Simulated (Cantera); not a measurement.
Charge: 1 mol MgCO3, 0.34 mol H2S, 9.2 mol CO2, held at 1325 °C and 100000 Pa.

Equilibrium computed with Cantera from the NASA thermochemical tables; the gas is ideal and each condensed phase is pure. Candidate condensed phases: C, C6H6, C7H8, C8H18, H2O, H2SO4, Mg, MgCO3, MgO, Mg(OH)2, MgS, MgSO4, S; 130 gas species. Kinetics and transport are ignored.

Base state: CO2 0.846, CO 0.0917, SO2 0.0307, H2O 0.0301, H2 0.00109, SO 0.000266, S2 8.93e-5, COS 6.81e-5 (mole fractions); condensed: MgO(s).

What changes in the equilibrium state with this change: temperature from 1325 °C to 900 °C?


```json
[
 {"species": "CO2", "before": "0.846", "after": "0.908"},
 {"species": "CO", "before": "0.0917", "after": "0.0403"},
 {"species": "H2O", "before": "0.0301", "after": "0.0282"},
 {"species": "SO2", "before": "0.0307", "after": "0.00767"},
 {"species": "H2S", "before": "2.40e-5", "after": "0.00255"},
 {"species": "S2", "before": "8.93e-5", "after": "0.00893"},
 {"species": "MgO(s), mol", "before": "1.00", "after": "1.00"}
]
```
Gases not in the tables: S3 to S7.
